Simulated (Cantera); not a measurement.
Input: 1 mol FeS2, 2.6 mol H2S, 0.3 mol CO2, equilibrated at 2.80 bar.

Equilibrium computed with Cantera from the NASA thermochemical tables; the gas is ideal and each condensed phase is pure. Candidate condensed phases: C, C6H6, C7H8, C8H18, Fe, Fe(CO)5, FeO, Fe(OH)2, Fe(OH)3, FeS, FeSO4, FeS2, Fe2O3, Fe2(SO4)3, Fe3O4, H2O, H2SO4, S; 127 gas species. Gases not in the tables: S3 to S7. Rates play no part. All values below are at 502 °C.

Base state: H2S 0.867, CO2 0.0805, H2O 0.0237, COS 0.0193, H2 0.00323, S2 0.00270, CO 0.00217, CS2 0.00111 (mole fractions); condensed: FeS2(s).

**Question.** What changes in the equilibrium state with this change: pressure from 2.80 bar to 0.133 bar?

**Answer.** 
```json
[
 {"species": "H2S", "before": "0.867", "after": "0.856"},
 {"species": "CO2", "before": "0.0805", "after": "0.0786"},
 {"species": "H2O", "before": "0.0237", "after": "0.0251"},
 {"species": "H2", "before": "0.00323", "after": "0.00894"},
 {"species": "S2", "before": "0.00270", "after": "0.00724"},
 {"species": "COS", "before": "0.0193", "after": "0.0176"},
 {"species": "CO", "before": "0.00217", "after": "0.00555"},
 {"species": "CS2", "before": "0.00111", "after": "0.000948"},
 {"species": "FeS2(s), mol", "before": "1.00", "after": "1.00"}
]
```

**Question.** What changes in the equilibrium state with this change: pressure from 2.80 bar to 1.00 bar?

**Answer.** 
```
species        before    after
------------  -------  -------
H2S             0.867    0.865
CO2            0.0805   0.0801
H2O            0.0237   0.0241
H2            0.00323  0.00456
S2            0.00270  0.00378
COS            0.0193   0.0189
CO            0.00217  0.00301
CS2           0.00111  0.00107
FeS2(s), mol     1.00     1.00
```
